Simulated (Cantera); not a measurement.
Feed: 1 mol C₂H₂, a varied amount of CO₂, 1.4 mol H₂, held at 1348 K and 7.50 Torr.

Cantera equilibrium calculation (NASA polynomials, part measured and part estimated; ideal gas, pure solids and liquids). Candidate condensed phases: C, C₆H₆, C₇H₈, C₈H₁₈, H₂O; 110 gas species. Equilibrium is a limit: real reactors are often held back by kinetics, nucleation or transport.

Q: At 0.84 mol CO₂, list the 5 most abundant gas species with their mole fractions, and the condensed phases.

A: H₂ 0.588, CO 0.412, CH₄ 2.02e-5, H 1.77e-5, H₂O 1.41e-5. Condensed: C(graphite).
